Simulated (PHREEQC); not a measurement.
3.2 g of hydrous ferric oxide (600 m²/g; 0.2 weak and 0.005 strong sites per Fe, Dzombak-Morel constants, diffuse double layer) in 1 kg of water with 0.01 mol/kgw of an inert sodium salt, at 25 °C; the pH is set by adding NaOH or the inert anion's acid. Oxygen alone is held at its pressure in air (log pO2 = -0.68). The system is closed to CO2. No solid was allowed to form.

All values are PHREEQC results (ion-association model, wateq4f.dat), not measurements.

```json
[
 {"pH": "3", "surface charge σ (C/m²)": "0.332", "surface potential ψ (mV)": "198"},
 {"pH": "3.67", "surface charge σ (C/m²)": "0.266", "surface potential ψ (mV)": "190"},
 {"pH": "4.33", "surface charge σ (C/m²)": "0.186", "surface potential ψ (mV)": "173"},
 {"pH": "5.67", "surface charge σ (C/m²)": "0.068", "surface potential ψ (mV)": "125"},
 {"pH": "6.33", "surface charge σ (C/m²)": "0.037", "surface potential ψ (mV)": "94"},
 {"pH": "7", "surface charge σ (C/m²)": "0.017", "surface potential ψ (mV)": "60"},
 {"pH": "7.67", "surface charge σ (C/m²)": "0.006", "surface potential ψ (mV)": "24"},
 {"pH": "8.33", "surface charge σ (C/m²)": "-0.003", "surface potential ψ (mV)": "-12"},
 {"pH": "9.67", "surface charge σ (C/m²)": "-0.029", "surface potential ψ (mV)": "-84"},
 {"pH": "10.33", "surface charge σ (C/m²)": "-0.056", "surface potential ψ (mV)": "-115"},
 {"pH": "11", "surface charge σ (C/m²)": "-0.102", "surface potential ψ (mV)": "-142"}
]
```

Species that the database lacks are ignored. The oxide is taken as insoluble; below pH 4 it would dissolve.
